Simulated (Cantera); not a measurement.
Input: 1 mol SiH2Cl2, 0.43 mol HCl, 7.9 mol N2, at 950 K and 0.133 bar.

Method: chemical equilibrium by Gibbs-energy minimisation in Cantera with the NASA 1993 tables (ideal gas, pure condensed phases). Candidate condensed phases: NH4Cl, Si, Si3N4; 28 gas species. N2 is the only nitrogen source here; it is nearly inert below about 1500 K, so the nitride shown seldom forms there in practice. Rates play no part.

Base state: N2 0.774, HCl 0.141, H2 0.0563, SiCl4 0.0281, SiHCl3 5.15e-5 (mole fractions); condensed: Si3N4(s).

### Question
What changes in the equilibrium state with this change: pressure from 0.133 bar to 0.00133 bar?

### Answer
| species | before | after |
|---|---|---|
| N2 | 0.774 | 0.768 |
| HCl | 0.141 | 0.168 |
| H2 | 0.0563 | 0.0427 |
| SiCl4 | 0.0281 | 0.0213 |
| SiCl3 | 5.25e-6 | 2.91e-5 |
| SiHCl3 | 5.15e-5 | 2.48e-5 |
| Si3N4(s), mol | 0.243 | 0.265 |
The tables' values for SiCl3 are old estimates; treat these amounts as uncertain.
